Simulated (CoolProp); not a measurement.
Saturation properties of oxygen (Tc = 154.6 K, pc = 5046 kPa, ω = 0.022).

Model: reference Helmholtz-energy equation of state, Schmidt 1985, in CoolProp.

| T (K) | p (kPa) | surface tension (mN/m) | vapour viscosity (µPa s) |
|---|---|---|---|
| 95.1 | 164.6 | 11.9 | 7.34 |
| 99.9 | 251.9 | 10.8 | 7.72 |
| 104.7 | 370.0 | 9.61 | 8.11 |
| 109.6 | 528.6 | 8.47 | 8.51 |
| 114.4 | 727.4 | 7.38 | 8.92 |
| 119.2 | 975.6 | 6.31 | 9.35 |
| 124 | 1280 | 5.28 | 9.81 |
| 128.9 | 1655 | 4.26 | 10.3 |
| 133.7 | 2093 | 3.31 | 10.9 |
| 138.5 | 2609 | 2.40 | 11.6 |
| 143.4 | 3225 | 1.54 | 12.5 |
| 148.2 | 3927 | 0.774 | 13.9 |

It boils at 90.2 K under 1 atm.

Viscosity comes from a separate model (Lemmon 2004). Surface tension comes from a separate correlation (Mulero 2012).
